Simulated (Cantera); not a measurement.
# Equilibrium for silicon carbide growth: (CH3)2SiCl2 + C3H8 + H2

Feed: 1 mol (CH3)2SiCl2, 0.34 mol C3H8, 15 mol H2, held at 1550 °C.

These are equilibrium values from Cantera (NASA tables, ideal gas, pure condensed phases), not measurements of a reactor. Candidate condensed phases: C, C6H6, C7H8, C8H18, Si, SiC; 109 gas species. The feed counts by its element totals alone. The tables' values for SiCl3, SiCl are old estimates; treat these amounts as uncertain. The numbers say what is thermodynamically allowed, not how fast it happens.

From 0.750 Torr to 750 Torr the condensed part is C(graphite) + SiC(s). The main Si-bearing gas is SiCl2 throughout.

```
P (Pa)   x H2   x HCl       x H      x Cl   x SiCl2     x CH4  n C(graphite)  n SiC(s)
------  -----  ------  --------  --------  --------  --------  -------------  --------
100     0.890  0.0948    0.0129   0.00105  0.000809   5.65e-7           2.03     0.980
240     0.894  0.0954   0.00836  0.000681  0.000815   1.37e-6           2.03     0.982
560     0.897  0.0958   0.00548  0.000447  0.000819   3.22e-6           2.03     0.982
1300    0.899  0.0961   0.00360  0.000294  0.000822   7.50e-6           2.03     0.983
3200    0.900  0.0962   0.00230  0.000187  0.000824   1.85e-5           2.03     0.983
7500    0.901  0.0963   0.00150  0.000123  0.000825   4.34e-5           2.03     0.983
18000   0.901  0.0964  0.000970   7.91e-5  0.000825  0.000104           2.03     0.983
42000   0.902  0.0964  0.000635   5.18e-5  0.000826  0.000244           2.02     0.983
100000  0.901  0.0964  0.000411   3.36e-5  0.000826  0.000580           2.02     0.982
```
x: gas mole fraction; n: condensed amount in mol.
